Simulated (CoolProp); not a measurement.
CH3F (R41) at 356.69 K and 7.01 MPa is throttled through a valve to 4.55 MPa with no heat exchange. Each further row changes one setting.

Model: reference Helmholtz-energy equation of state, Lemmon 2006, in CoolProp. It is a short technical equation, of lower accuracy than the large ones.

| case | temperature change (K) | final phase | final density (kg/m³) |
|---|---|---|---|
| as stated | [?] | gas | [?] |
| outlet pressure 1.36 MPa | [?] | gas | [?] |
| outlet pressure 5.92 MPa | [?] | [?] | [?] |

Problem. Complete the blanks.

Solution. 
- as stated, temperature change (K): -24.7
- as stated, final density (kg/m³): 80.7
- outlet pressure 1.36 MPa, temperature change (K): -72.5
- outlet pressure 1.36 MPa, final density (kg/m³): 22.9
- outlet pressure 5.92 MPa, temperature change (K): -10.0
- outlet pressure 5.92 MPa, final phase: supercritical
- outlet pressure 5.92 MPa, final density (kg/m³): 106
